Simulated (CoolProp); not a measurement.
Vapour-liquid equilibrium of isobutene (1) + n-butane (2) at 245.8 K; x and y are mole fractions of (1).

Computed with CoolProp (multi-fluid Helmholtz-energy mixture model, Lemmon 2005 and Bücker 2006; pair parameters Bell 2016).

```json
[
 {"x": "0.05", "bubble pressure (MPa)": "0.03277", "y at the bubble point": "0.069", "dew pressure at overall composition x (MPa)": "0.03259", "liquid density (mol/L)": "10.86"},
 {"x": "0.2", "bubble pressure (MPa)": "0.03462", "y at the bubble point": "0.254", "dew pressure at overall composition x (MPa)": "0.03408", "liquid density (mol/L)": "10.96"},
 {"x": "0.35", "bubble pressure (MPa)": "0.03629", "y at the bubble point": "0.417", "dew pressure at overall composition x (MPa)": "0.03560", "liquid density (mol/L)": "11.07"},
 {"x": "0.5", "bubble pressure (MPa)": "0.03781", "y at the bubble point": "0.566", "dew pressure at overall composition x (MPa)": "0.03714", "liquid density (mol/L)": "11.18"},
 {"x": "0.65", "bubble pressure (MPa)": "0.03924", "y at the bubble point": "0.704", "dew pressure at overall composition x (MPa)": "0.03868", "liquid density (mol/L)": "11.29"},
 {"x": "0.8", "bubble pressure (MPa)": "0.04060", "y at the bubble point": "0.835", "dew pressure at overall composition x (MPa)": "0.04024", "liquid density (mol/L)": "11.41"},
 {"x": "0.95", "bubble pressure (MPa)": "0.04190", "y at the bubble point": "0.960", "dew pressure at overall composition x (MPa)": "0.04180", "liquid density (mol/L)": "11.53"}
]
```

No azeotrope shows between x = 0.05 and 0.95.

Pair parameters are fitted to limited data, so mixtures are less certain than the pure fluids.
